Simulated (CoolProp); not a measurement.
Computed with CoolProp (reference Helmholtz-energy equation of state, Lemmon 2006). It is a short technical equation, of lower accuracy than the large ones.

**Question.** Give the vapour pressure (kPa), liquid density (kg/m³), vapour Z, surface tension (mN/m) of saturated C3F8 (R218) at 242.2 K.

**Answer.** 
```
T (K)  p (kPa)  liquid density (kg/m³)  vapour Z  surface tension (mN/m)
-----  -------  ----------------------  --------  ----------------------
242.2      131                    1590     0.937                    9.82
```

Surface tension comes from a separate correlation (Mulero 2012).
